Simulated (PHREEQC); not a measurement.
Consider water at 25 °C with 0.027 mol/kgw K2SO4. Closed to the air; pH follows from the charge balance.

Equilibrium calculation in PHREEQC: ion-association model, phreeqc.dat.

```csv
quantity,before,after
SO4-2 (mol/kgw),0.0236,0.0124
KSO4- (mol/kgw),0.00336,0.00110
HSO4- (mol/kgw),8.70e-8,5.78e-8
```

Q: Which change was made?
(A) K2SO4 from 0.027 to 0.0135 mol/kgw
(B) diluted 100-fold with water
(C) K2SO4 from 0.027 to 0.135 mol/kgw
(D) K2SO4 from 0.027 to 0.0243 mol/kgw
(E) K2SO4 from 0.027 to 0.054 mol/kgw

A: A, K2SO4 from 0.027 to 0.0135 mol/kgw

This is a speciation only: nothing precipitates in the calculation.
